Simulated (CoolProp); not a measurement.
The fluid at 405 K and 0.869 MPa (stagnation) flows isentropically through a choked orifice. The same conditions are run with several fluids, on thermodynamics alone (safety and materials aside).

Computed with CoolProp (reference Helmholtz-energy equation of state of each fluid (R1336mzz(E): Akasaka 2023; propylene: Lemmon 2013; hydrogen sulfide: Lemmon 2006; normal hydrogen: Leachman 2009; fluoroethane (R161): Wu 2012)).

```csv
fluid,throat to inlet pressure ratio,mass flux (kg/(m² s)),throat temperature (K)
R1336mzz(E),0.606,3900,391.2
propylene,0.585,?,381.5
hydrogen sulfide,0.544,1870,?
normal hydrogen,?,460,337.4
fluoroethane (R161),0.582,2120,379.4
```

Complete the blanks.


- propylene, mass flux (kg/(m² s)): 1970
- hydrogen sulfide, throat temperature (K): 349.9
- normal hydrogen, throat to inlet pressure ratio: 0.527
